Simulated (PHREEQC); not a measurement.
Dissolve 0.06 mol CuSO4, 0.25 mol H2SO4 and 3.7e-05 mol FeCl3 per kg of water at 25 °C. Closed to the air; pH follows from the charge balance.

Computed with PHREEQC (ion-association model, phreeqc.dat).

This is a speciation only: nothing precipitates in the calculation.

Problem. Order these Fe species by the share of Fe that they hold, largest first: FeSO4+, Fe(SO4)2-, FeHSO4+2, Fe+3.

Solution. FeHSO4+2 (50 %), FeSO4+ (39 %), Fe(SO4)2- (7.8 %), Fe+3 (2.7 %)

The pH is 0.71 and the ionic strength 0.419 mol/kgw.
